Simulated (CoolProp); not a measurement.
R11 along the isotherm 500 K: density (kg/m³) from the reference equation and from simpler models built on Tc = 471.1 K, pc = 4.408 MPa, ω = 0.189; each cubic takes its own stable root.

Values from CoolProp's reference Helmholtz-energy equation of state, Jacobsen 1992.

| p (MPa) | phase | reference | ideal gas | Soave-Redlich-Kwong | Peng-Robinson |
|---|---|---|---|---|---|
| 5.51 | supercritical | 377.7 | 182.1 | 355.8 | 377.3 |
| 11 | supercritical | 902.2 | 363.5 | 811.6 | 892.8 |
| 16.5 | supercritical | 1005 | 545.2 | 938.4 | 1038 |
| 22 | supercritical | 1067 | 726.9 | 1017 | 1127 |
| 27.5 | supercritical | 1112 | 908.7 | 1074 | 1191 |
| 33.1 | supercritical | 1148 | 1094 | 1120 | 1243 |
| 38.6 | supercritical | 1179 | 1275 | 1157 | 1284 |
| 44.1 | supercritical | 1205 | 1457 | 1189 | 1319 |
